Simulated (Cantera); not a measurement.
Input: 1 mol Si3N4, 45 mol H2, equilibrated at 2.30 Pa.

These are equilibrium values from Cantera (NASA tables, ideal gas, pure condensed phases), not measurements of a reactor. Candidate condensed phases: Si, Si3N4; 18 gas species. Gases not in the tables: Si2H6 and higher silanes. Equilibrium is a limit: real reactors are often held back by kinetics, nucleation or transport.

### Question
Which condensed phases are stable at each of these points (T (°C)): 1075, 1125, 1175, 1225, 1275, 1325, 1375, 1425, 1475, 1525, 1575, 1625?

### Answer
```tsv
T (°C)	condensed phases	Si condensed (%)
1075	Si(s)	100.0
1125	Si(s)	99.9
1175	Si(s)	99.8
1225	Si(s)	99.3
1275	Si(s)	97.8
1325	Si(s)	93.4
1375	Si(s)	81.7
1425	Si(l)	52.2
1475	gas only	0.0
1525	gas only	0.0
1575	gas only	0.0
1625	gas only	0.0
```

From 1075 °C to 1375 °C the condensed part is Si(s). At 1425 °C the condensed part is Si(l). From 1475 °C to 1625 °C nothing is condensed.
